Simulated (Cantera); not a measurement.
Feed: 1 mol SiH₂Cl₂, 0.24 mol C₂H₄, 16 mol H₂, equilibrated at 0.100 bar.

Method: chemical equilibrium by Gibbs-energy minimisation in Cantera with the NASA 1993 tables (ideal gas, pure condensed phases). Candidate condensed phases: C, C₆H₆, C₇H₈, C₈H₁₈, Si, SiC; 109 gas species. Mutual solubility and eutectic melting of coexisting phases are not modelled. The tables' values for SiCl, SiCl₃ are old estimates; treat these amounts as uncertain. Gases not in the tables: Si₂H₆ and higher silanes. Equilibrium is a limit: real reactors are often held back by kinetics, nucleation or transport.

log p: log10 of the partial pressure in bar; n: condensed amount in mol.

```csv
T (°C),log p H₂,log p HCl,log p H,log p SiCl₂,log p Si,n Si(s),n SiC(s),n Si(l)
1352,-1.04,-2.16,-4.67,-2.73,-6.79,0.166,0.480,0
1402,-1.04,-2.16,-4.46,-2.72,-6.36,0.162,0.480,0
1452,-1.04,-2.15,-4.25,-2.73,-5.99,0,0.480,0.169
1502,-1.04,-2.15,…,-2.75,…,0,0.480,0.181
1552,-1.04,-2.14,…,-2.76,…,0,0.480,0.192
1602,-1.04,-2.13,-3.70,-2.78,-5.04,0,0.480,0.201
1652,-1.04,-2.13,-3.54,-2.79,-4.76,0,0.480,0.209
1702,-1.04,-2.12,-3.39,-2.80,-4.49,0,0.480,0.214
1752,-1.05,-2.12,-3.24,-2.82,-4.23,0,0.480,0.215
1802,-1.05,-2.11,-3.10,-2.84,-3.99,0,0.479,0.211
1852,-1.05,-2.11,-2.96,-2.85,-3.76,0,0.478,0.200
1902,-1.05,-2.11,-2.84,-2.87,-3.54,0,0.476,0.177
1952,-1.05,-2.11,-2.72,-2.89,-3.33,0,0.473,0.138
```

**Question.** Some entries are withheld; supply them.

**Answer.** 
- 1552, log p H: -3.88
- 1552, log p Si: -5.34
- 1502, log p H: -4.06
- 1502, log p Si: -5.66
